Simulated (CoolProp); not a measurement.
Aqueous calcium chloride as a coolant, 8 % by mass, freezing at -4.3 °C, 1 atm.

Values from CoolProp's Melinder's fits for secondary coolants.

| T (°C) | conductivity (W/(m K)) | Prandtl number | density (kg/m³) | viscosity (mPa s) |
|---|---|---|---|---|
| 1.2 | 0.559 | 13.4 | 1070 | 2.04 |
| 5.7 | 0.566 | 11.6 | 1069 | 1.78 |
| 10.2 | 0.573 | 10.1 | 1068 | 1.57 |
| 14.7 | 0.581 | 8.92 | 1068 | 1.40 |
| 19.2 | 0.588 | 7.91 | 1067 | 1.25 |
| 23.7 | 0.595 | 7.07 | 1067 | 1.13 |
| 28.3 | 0.603 | 6.34 | 1065 | 1.02 |
| 32.8 | 0.610 | 5.74 | 1064 | 0.935 |
